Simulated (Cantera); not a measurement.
**Equilibrium for roasting and sulfation: MgO + SO2 + H2O**

Feed: 1 mol MgO, 3.2 mol SO2, 6.5 mol H2O, equilibrated at 1798.15 K.

Cantera equilibrium calculation (NASA polynomials, part measured and part estimated; ideal gas, pure solids and liquids). Candidate condensed phases: H2O, H2SO4, Mg, MgO, Mg(OH)2, MgS, MgSO4, S; 26 gas species. Kinetics and transport are ignored.

From 1000 Pa to 2000000 Pa the condensed part is MgO(s). The main Mg-bearing gas is Mg(OH)2 throughout.

```tsv
P (Pa)	log p H2O	log p SO2	log p H2	log p O2	log p OH	log p SO	log p H	n MgO(s)
1000	-2.18	-2.49	-4.21	-4.50	-4.71	-4.95	-5.56	1.000
2600	-1.76	-2.07	-3.93	-4.22	-4.43	-4.67	-5.42	1.000
6700	-1.35	-1.66	-3.65	-3.95	-4.16	-4.40	-5.28	1.000
17000	-0.95	-1.25	-3.38	-3.68	-3.89	-4.13	-5.14	1.000
45000	-0.52	-0.83	-3.10	-3.40	-3.61	-3.84	-5.00	1.000
120000	-0.10	-0.40	-2.81	-3.13	-3.33	-3.55	-4.86	1.000
300000	0.30	-0.01	-2.53	-2.88	-3.07	-3.28	-4.72	1.000
770000	0.71	0.40	-2.25	-2.64	-2.80	-2.99	-4.58	1.000
2000000	1.13	0.82	-1.94	-2.41	-2.54	-2.69	-4.42	1.000
```
log p: log10 of the partial pressure in bar; n: condensed amount in mol.
